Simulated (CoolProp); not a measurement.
Methanol along the isotherm 620 K: fugacity coefficient from the reference equation and from simpler models built on Tc = 513.4 K, pc = 8216 kPa, ω = 0.565; each cubic takes its own stable root.

Values from CoolProp's reference Helmholtz-energy equation of state, de Reuck 1993.

```json
[
 {"p (kPa)": "822", "phase": "gas", "reference": "0.9836", "van der Waals": "0.9815", "Redlich-Kwong": "0.9806", "Soave-Redlich-Kwong": "0.9851", "Peng-Robinson": "0.9820"},
 {"p (kPa)": "1640", "phase": "gas", "reference": "0.9673", "van der Waals": "0.9631", "Redlich-Kwong": "0.9616", "Soave-Redlich-Kwong": "0.9705", "Peng-Robinson": "0.9645"},
 {"p (kPa)": "2460", "phase": "gas", "reference": "0.9510", "van der Waals": "0.9448", "Redlich-Kwong": "0.9427", "Soave-Redlich-Kwong": "0.9560", "Peng-Robinson": "0.9473"},
 {"p (kPa)": "3290", "phase": "gas", "reference": "0.9345", "van der Waals": "0.9264", "Redlich-Kwong": "0.9238", "Soave-Redlich-Kwong": "0.9416", "Peng-Robinson": "0.9303"},
 {"p (kPa)": "4110", "phase": "gas", "reference": "0.9184", "van der Waals": "0.9083", "Redlich-Kwong": "0.9055", "Soave-Redlich-Kwong": "0.9276", "Peng-Robinson": "0.9138"},
 {"p (kPa)": "4930", "phase": "gas", "reference": "0.9025", "van der Waals": "0.8903", "Redlich-Kwong": "0.8873", "Soave-Redlich-Kwong": "0.9138", "Peng-Robinson": "0.8976"},
 {"p (kPa)": "5750", "phase": "gas", "reference": "0.8867", "van der Waals": "0.8723", "Redlich-Kwong": "0.8694", "Soave-Redlich-Kwong": "0.9002", "Peng-Robinson": "0.8818"},
 {"p (kPa)": "6570", "phase": "gas", "reference": "0.8713", "van der Waals": "0.8544", "Redlich-Kwong": "0.8517", "Soave-Redlich-Kwong": "0.8868", "Peng-Robinson": "0.8664"},
 {"p (kPa)": "7390", "phase": "gas", "reference": "0.8561", "van der Waals": "0.8366", "Redlich-Kwong": "0.8342", "Soave-Redlich-Kwong": "0.8737", "Peng-Robinson": "0.8513"},
 {"p (kPa)": "8220", "phase": "supercritical", "reference": "0.8411", "van der Waals": "0.8186", "Redlich-Kwong": "0.8168", "Soave-Redlich-Kwong": "0.8607", "Peng-Robinson": "0.8364"},
 {"p (kPa)": "9040", "phase": "supercritical", "reference": "0.8265", "van der Waals": "0.8009", "Redlich-Kwong": "0.7999", "Soave-Redlich-Kwong": "0.8481", "Peng-Robinson": "0.8221"},
 {"p (kPa)": "9860", "phase": "supercritical", "reference": "0.8122", "van der Waals": "0.7833", "Redlich-Kwong": "0.7832", "Soave-Redlich-Kwong": "0.8357", "Peng-Robinson": "0.8081"},
 {"p (kPa)": "10700", "phase": "supercritical", "reference": "0.7978", "van der Waals": "0.7652", "Redlich-Kwong": "0.7664", "Soave-Redlich-Kwong": "0.8234", "Peng-Robinson": "0.7942"},
 {"p (kPa)": "11500", "phase": "supercritical", "reference": "0.7844", "van der Waals": "0.7481", "Redlich-Kwong": "0.7506", "Soave-Redlich-Kwong": "0.8118", "Peng-Robinson": "0.7813"},
 {"p (kPa)": "12300", "phase": "supercritical", "reference": "0.7713", "van der Waals": "0.7312", "Redlich-Kwong": "0.7352", "Soave-Redlich-Kwong": "0.8006", "Peng-Robinson": "0.7687"}
]
```
